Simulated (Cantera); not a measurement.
What does this Cantera script print?

```python
import numpy as np
import cantera as ct

gas = ct.Solution("gri30.yaml")
gas.TPX = 1425, 380000, {'CO': 0.0042, 'O2': 0.011, 'H2O': 0.00013, 'N2': 1}
inlet = ct.Reservoir(gas, clone=True)

reactor = ct.IdealGasConstPressureReactor(gas, energy="off", clone=False)
exhaust = ct.Reservoir(gas, clone=True)
tau = [4.3, 1.4, 0.43, 0.14, 0.043, 0.014, 0.0043][0]
for a, b in ((inlet, reactor), (reactor, exhaust)):
    ct.MassFlowController(a, b, mdot=lambda t: reactor.mass / tau)
net = ct.ReactorNet([reactor])
show = ['CO', 'O2', 'H2O', 'N2O', 'CO2', 'NO2', 'HO2']

rows = []
print(f"{'tau/s':>10s}{'T/K':>9s}" + "".join(f"{s:>11s}" for s in show))
for tau in [4.3, 1.4, 0.43, 0.14, 0.043, 0.014, 0.0043]:
    net.initial_time = 0.0
    net.advance(30 * tau)
    before = gas.X
    net.advance(40 * tau)
    drift = np.max(np.abs(gas.X - before) / (gas.X + 1e-9))
    rows.append([gas.T, *gas[show].X, drift])
    print(f"{tau:10.3e}{gas.T:9.1f}" + "".join(f"{x:11.3e}" for x in gas[show].X))
```

Output:

```
     tau/s      T/K         CO         O2        H2O        N2O        CO2        NO2        HO2
 4.300e+00   1425.0  3.287e-05  8.793e-03  1.269e-04  1.075e-06  4.112e-03  2.026e-07  7.721e-08
 1.400e+00   1425.0  7.496e-05  8.812e-03  1.263e-04  1.850e-06  4.070e-03  2.337e-07  1.522e-07
 4.300e-01   1425.0  1.754e-04  8.857e-03  1.255e-04  2.992e-06  3.969e-03  2.319e-07  2.880e-07
 1.400e-01   1425.0  3.801e-04  8.953e-03  1.244e-04  4.081e-06  3.764e-03  1.866e-07  4.839e-07
 4.300e-02   1425.0  8.076e-04  9.154e-03  1.226e-04  4.661e-06  3.336e-03  1.140e-07  7.544e-07
 1.400e-02   1425.0  1.516e-03  9.489e-03  1.203e-04  4.396e-06  2.626e-03  5.466e-08  1.038e-06
 4.300e-03   1425.0  2.551e-03  9.985e-03  1.183e-04  3.293e-06  1.589e-03  1.745e-08  1.280e-06
```

Detailed kinetics in Cantera: GRI-Mech 3.0 (53 species, 325 reactions).
